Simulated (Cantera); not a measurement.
# Premixed flame

A freely propagating, adiabatic, planar premixed flame of 4.10 % CH4, 2.42 % C2H6, 19.6 % O2, 73.9 % N2, unburnt at 500 K and 1.01 bar; mixture-averaged transport, grid criteria slope 0.08 and curve 0.16, no radiation.

Computed with Cantera and GRI-Mech 3.0 (53 species, 325 reactions). Burning velocities carry a grid error of a few per cent, more on coarse grids.

```tsv
z (mm)	T (K)	u (m/s)	x CH4	x C2H6	x O2	x HCO	x NO2	x H
-1.08	500	0.831	0.0410	0.0242	0.196	<1e-8	<1e-8	<1e-8
-0.722	502	0.836	0.0409	0.0242	0.196	<1e-8	<1e-8	<1e-8
-0.541	509	0.848	0.0406	0.0241	0.195	<1e-8	<1e-8	<1e-8
-0.361	557	0.933	0.0391	0.0236	0.191	<1e-8	6.09e-8	1.93e-8
-0.180	896	1.52	0.0298	0.0175	0.162	3.07e-7	1.65e-7	2.81e-5
-0.0902	1285	2.22	0.0184	0.00777	0.124	1.02e-5	5.04e-8	0.000365
0	1662	2.89	0.00534	0.000510	0.0805	5.15e-5	<1e-8	0.00235
0.0902	1816	3.16	0.000455	1.50e-6	0.0553	1.45e-5	<1e-8	0.00470
0.180	1867	3.23	2.00e-5	<1e-8	0.0463	8.70e-7	<1e-8	0.00560
0.361	1929	3.32	7.10e-8	<1e-8	0.0408	3.35e-8	<1e-8	0.00532
0.722	2007	3.44	<1e-8	<1e-8	0.0373	1.45e-8	<1e-8	0.00380
1.44	2087	3.56	<1e-8	<1e-8	0.0345	<1e-8	<1e-8	0.00207
2.89	2153	3.65	<1e-8	<1e-8	0.0322	<1e-8	1.58e-8	0.000946
```
x: mole fraction of selected species; z is measured from the peak of heat release.

```json
{
  "laminar_burning_velocity": "83.1 cm/s",
  "thermal_thickness": "0.361 mm",
  "peak x(HCO)": "5.17e-5",
  "peak x(H)": "0.00567",
  "grid_points": "140"
}
```
